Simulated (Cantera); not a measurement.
NO annealing gas

An isothermal, constant-pressure homogeneous reactor starts with NO : N2 : H2O = 1 : 1.7 : 0.02 (molar parts), at 2075 K and 0.600 bar.

Detailed kinetics in Cantera: GRI-Mech 3.0 (53 species, 325 reactions).

| t (s) | x NO | x NO2 | x N2O | x N2 | x O2 |
|---|---|---|---|---|---|
| 8.00e-5 | 0.368 | 2.68e-6 | 1.16e-5 | 0.625 | 2.22e-7 |
| 0.000241 | 0.368 | 1.25e-5 | 2.89e-5 | 0.625 | 3.57e-6 |
| 0.000728 | 0.367 | 2.77e-5 | 4.96e-5 | 0.625 | 9.14e-5 |
| 0.00220 | 0.367 | 2.66e-5 | 4.91e-5 | 0.625 | 0.000466 |
| 0.00663 | 0.364 | 4.06e-5 | 5.05e-5 | 0.626 | 0.00146 |
| 0.0200 | 0.358 | 6.59e-5 | 5.08e-5 | 0.630 | 0.00454 |
| 0.0603 | 0.339 | 0.000106 | 4.65e-5 | 0.639 | 0.0141 |
| 0.182 | 0.283 | 0.000151 | 3.24e-5 | 0.667 | 0.0420 |
| 0.549 | 0.158 | 0.000132 | 1.02e-5 | 0.729 | 0.104 |
| 1.66 | 0.0374 | 3.92e-5 | 8.84e-7 | 0.790 | 0.164 |
| 5.00 | 0.00976 | 1.06e-5 | 3.90e-7 | 0.804 | 0.178 |
x: mole fraction; the columns are a selection and need not sum to one.

Equilibrium at this temperature and pressure: NO 0.00874, NO2 9.53e-6, N2O 3.83e-7, N2 0.804, O2 0.179 (gas phase only).
